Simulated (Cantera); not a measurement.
A freely propagating, adiabatic, planar premixed flame of 6.62 % CH₄, 0.794 % CO, 17.1 % O₂, 75.4 % N₂, equivalence ratio 0.80, unburnt at 425 K and 1800 Torr; mixture-averaged transport, grid criteria slope 0.08 and curve 0.16, no radiation.

Computed with Cantera and GRI-Mech 3.0 (53 species, 325 reactions). Burning velocities carry a grid error of a few per cent, more on coarse grids.

x: mole fraction of selected species; z is measured from the peak of heat release.

| z (mm) | T (K) | u (m/s) | x CH₄ | x CO | x O₂ | x CH₂CO | x OH | x N₂O |
|---|---|---|---|---|---|---|---|---|
| -0.973 | 426 | 0.253 | 0.0661 | 0.00794 | 0.171 | <1e-8 | <1e-8 | <1e-8 |
| -0.649 | 432 | 0.256 | 0.0657 | 0.00800 | 0.171 | 4.11e-8 | <1e-8 | <1e-8 |
| -0.487 | 450 | 0.268 | 0.0646 | 0.00820 | 0.170 | 2.47e-7 | <1e-8 | <1e-8 |
| -0.324 | 544 | 0.325 | 0.0595 | 0.00943 | 0.163 | 2.43e-6 | … | 1.00e-8 |
| -0.162 | 925 | 0.556 | 0.0393 | 0.0155 | 0.131 | 2.32e-5 | … | 7.57e-8 |
| -0.0811 | 1272 | 0.766 | 0.0206 | 0.0218 | 0.0983 | 5.76e-5 | … | 1.66e-7 |
| 0 | 1610 | 0.968 | 0.00364 | 0.0252 | 0.0624 | 5.26e-5 | … | 3.19e-7 |
| 0.0811 | 1750 | 1.05 | 0.000104 | 0.0167 | 0.0458 | 3.10e-6 | … | 5.11e-7 |
| 0.162 | 1810 | 1.08 | 1.72e-6 | 0.00984 | 0.0411 | 5.81e-8 | … | 6.31e-7 |
| 0.324 | 1872 | 1.11 | <1e-8 | 0.00468 | 0.0380 | <1e-8 | … | 7.38e-7 |
| 0.649 | 1916 | 1.14 | <1e-8 | 0.00197 | 0.0363 | <1e-8 | … | 7.68e-7 |
| 1.30 | 1938 | 1.15 | <1e-8 | 0.000710 | 0.0357 | <1e-8 | … | 5.48e-7 |
| 2.60 | 1945 | 1.15 | <1e-8 | 0.000285 | 0.0355 | <1e-8 | … | 2.88e-7 |

Problem. Some entries are withheld; supply them.

Solution. 
- -0.324, x OH: 3.82e-8
- -0.162, x OH: 4.42e-6
- -0.0811, x OH: 7.22e-5
- 0, x OH: 0.00116
- 0.0811, x OH: 0.00335
- 0.162, x OH: 0.00379
- 0.324, x OH: 0.00337
- 0.649, x OH: 0.00240
- 1.30, x OH: 0.00150
- 2.60, x OH: 0.00103
